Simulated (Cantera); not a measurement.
A perfectly stirred reactor is fed with H₂ : O₂ = 0.091 : 1 (molar parts), at 1900 Pa; it is held at 1125 K, and followed from long to short residence time.

Model: the H2/O2 subset of GRI-Mech 3.0, which has no nitrogen chemistry, integrated in Cantera. Radical loss at walls, strong at low pressure, is not modelled. The temperature is held fixed by assumption; the heat of reaction is taken as removed at once.

Problem. Predict: x(H₂) at τ = 0.550 s; x(O₂) at τ = 0.550 s; x(OH) at τ = 0.550 s; x(O) at τ = 0.550 s; x(HO₂) at τ = 0.550 s; x(H₂) at τ = 23.0 ms; x(O₂) at τ = 23.0 ms; x(OH) at τ = 23.0 ms; x(O) at τ = 23.0 ms; x(HO₂) at τ = 23.0 ms.

Solution. 
* **x(H₂) at τ = 0.550 s**: 0.000401
* **x(O₂) at τ = 0.550 s**: 0.910
* **x(OH) at τ = 0.550 s**: 0.00101
* **x(O) at τ = 0.550 s**: 0.00229
* **x(HO₂) at τ = 0.550 s**: 4.11e-6
* **x(H₂) at τ = 23.0 ms**: 0.00254
* **x(O₂) at τ = 23.0 ms**: 0.896
* **x(OH) at τ = 23.0 ms**: 0.00292
* **x(O) at τ = 23.0 ms**: 0.0141
* **x(HO₂) at τ = 23.0 ms**: 8.23e-6
